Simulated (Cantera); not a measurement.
## Thermodynamics of abatement and gas-phase synthesis, feed SF6 + O2

Charge: 1 mol SF6, 0.76 mol O2, at 0.133 bar.

These are equilibrium values from Cantera (NASA tables, ideal gas, pure condensed phases), not measurements of a reactor. Candidate condensed phases: S; 25 gas species. The tables' values for SOF2, SF3, S2F2 (SSF2) are old estimates; treat these amounts as uncertain. Equilibrium is a limit: real reactors are often held back by kinetics, nucleation or transport.

From 2298 K to 2798 K nothing is condensed.

```
T (K)    x F   x SO2     x SO    x SF2    x SOF2       x O       x S     x SF
-----  -----  ------  -------  -------  --------  --------  --------  -------
2298   0.842   0.103  0.00887   0.0233    0.0147  0.000663  0.000213  0.00276
2348   0.844   0.102   0.0131   0.0219   0.00993  0.000827  0.000459  0.00400
2398   0.846  0.0997   0.0183   0.0191   0.00650   0.00105  0.000887  0.00531
2448   0.848  0.0965   0.0240   0.0154   0.00414   0.00138   0.00154  0.00642
2498   0.849  0.0928   0.0298   0.0116   0.00257   0.00184   0.00242  0.00712
2548   0.849  0.0888   0.0354  0.00822   0.00156   0.00252   0.00348  0.00733
2598   0.849  0.0847   0.0405  0.00557  0.000934   0.00348   0.00467  0.00711
2648   0.848  0.0804   0.0450  0.00368  0.000558   0.00484   0.00596  0.00665
2698   0.846  0.0759   0.0492  0.00241  0.000334   0.00669   0.00738  0.00609
2748   0.844  0.0711   0.0530  0.00159  0.000201   0.00915   0.00898  0.00554
2798   0.840  0.0659   0.0565  0.00105  0.000122    0.0123    0.0108  0.00503
```
x: gas mole fraction; nothing condenses.
